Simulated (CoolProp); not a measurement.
Vapour-liquid equilibrium of n-octane (1) + m-xylene (2) at 0.0229 bar; x and y are mole fractions of (1).

Computed with CoolProp (multi-fluid Helmholtz-energy mixture model, Beckmüller 2019 and Zhou 2012; pair parameters Bell 2016).

Q: Give the bubble temperature and the first vapour's composition at x = 0.575, 0.725, 0.8. Is there an azeotrope?

A: x = 0.575: 304.6 K, y = 0.687; x = 0.725: 303.5 K, y = 0.805; x = 0.8: 303.0 K, y = 0.860. No azeotrope shows between x = 0.05 and 0.95.

The pair parameters rest on a limited set of measurements; away from them the model extrapolates.
